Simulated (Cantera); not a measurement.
A closed system holds: 1 mol Al₂O₃, 3.8 mol H₂, 0.87 mol H₂O, equilibrated at 1325 K and 10.0 mbar.

Equilibrium computed with Cantera from the NASA thermochemical tables; the gas is ideal and each condensed phase is pure. Candidate condensed phases: Al, Al₂O₃, H₂O; 19 gas species. Kinetics and transport are ignored.

Base state: H₂ 0.814, H₂O 0.186, H 1.48e-5 (mole fractions); condensed: Al₂O₃(s).

Q: What changes in the equilibrium state with this change: temperature from 1325 K to 1925 K?

A: 
```
species         before     after
-------------  -------  --------
H₂               0.814     0.806
H₂O              0.186     0.185
H              1.48e-5   0.00858
OH             4.93e-8  0.000171
Al₂O₃(s), mol     1.00     1.000
```
